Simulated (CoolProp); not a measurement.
Ethane along the isotherm 154.1 K: fugacity coefficient from the reference equation and from simpler models built on Tc = 305.3 K, pc = 4.872 MPa, ω = 0.099; each cubic takes its own stable root.

Model: reference Helmholtz-energy equation of state, Bücker 2006, in CoolProp.

```
p (MPa)   phase  reference
-------  ------  ---------
1.52     liquid   0.009409
3.05     liquid   0.004988
4.57     liquid   0.003539
6.09     liquid   0.002823
7.61     liquid   0.002401
9.14     liquid   0.002125
10.7     liquid   0.001932
12.2     liquid   0.001799
```

Q: How far does each simpler model (van der Waals, Redlich-Kwong, Soave-Redlich-Kwong, Peng-Robinson) lie from the reference over these 8 states: mean and median of the absolute difference, and the worst?

A: 
- van der Waals: mean 1081.3 %, median 1078.6 %, worst +1216.3 % at 154.1 K and 12.2 MPa
- Redlich-Kwong: mean 6.6 %, median 6.6 %, worst -7.3 % at 154.1 K and 1.52 MPa
- Soave-Redlich-Kwong: mean 2.8 %, median 2.8 %, worst -3.5 % at 154.1 K and 1.52 MPa
- Peng-Robinson: mean 1.2 %, median 0.9 %, worst +2.6 % at 154.1 K and 1.52 MPa
